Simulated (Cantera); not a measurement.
Mixture: CH₄ : H₂ : O₂ : N₂ = 1 : 0.077 : 1.27 : 4.79 (molar parts), at 101000 Pa, adiabatic and at constant volume. Ignition delay is the time to a rise of 400 K.

Cantera simulation using GRI-Mech 3.0 (53 species, 325 reactions); the numbers are that mechanism's predictions, not measurements.

Task: What does this change do: constant pressure in place of constant volume?

Result: 
| quantity | before | after |
|---|---|---|
| delay at 1173 K | 33.9 ms | 36.7 ms |
| delay at 1248 K | 13.8 ms | 15.0 ms |
| delay at 1323 K | 5.80 ms | 6.30 ms |
| delay at 1398 K | 2.54 ms | 2.76 ms |
| delay at 1473 K | 1.18 ms | 1.28 ms |
| delay at 1548 K | 0.590 ms | 0.637 ms |
| delay at 1623 K | 0.317 ms | 0.341 ms |
| apparent activation energy between 1473 and 1623 K | 170 kJ/mol | 180 kJ/mol |

Task: What does this change do: pressure from 101000 Pa to 1000000 Pa?

Result: 
```
quantity                                                before       after
--------------------------------------------------  ----------  ----------
delay at 1173 K                                        33.9 ms     2.62 ms
delay at 1248 K                                        13.8 ms     1.36 ms
delay at 1323 K                                        5.80 ms    0.704 ms
delay at 1398 K                                        2.54 ms    0.361 ms
delay at 1473 K                                        1.18 ms    0.186 ms
delay at 1548 K                                       0.590 ms     97.0 µs
delay at 1623 K                                       0.317 ms     52.0 µs
apparent activation energy between 1473 and 1623 K  170 kJ/mol  170 kJ/mol
```
